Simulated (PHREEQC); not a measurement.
Copper plating or etch bath (model solution)

Dissolve 0.0024 mol/kgw CuCl2, 0.28 mol/kgw HNO3 and 0.0002 mol/kgw KCl at 70 °C. Closed to the air; pH follows from the charge balance.

Computed with PHREEQC (ion-association model, wateq4f.dat).

* **pH**: 0.67
* **ionic strength**: 0.287 mol/kgw
* **activity of water**: 0.990
* **total alkalinity**: -280 meq/kg

```tsv
species	molality	activity	log γ
H+	0.280	0.215	-0.114
NO3-	0.280	0.179	-0.194
Cl-	0.00494	0.00327	-0.179
Cu+2	0.00234	0.000624	-0.575
K+	0.000200	0.000132	-0.179
CuCl+	5.56e-5	3.73e-5	-0.174
CuCl2	9.36e-8	1.00e-7	0.029
```

This is a speciation only: nothing precipitates in the calculation. Constants without temperature data keep their 25 °C values here.
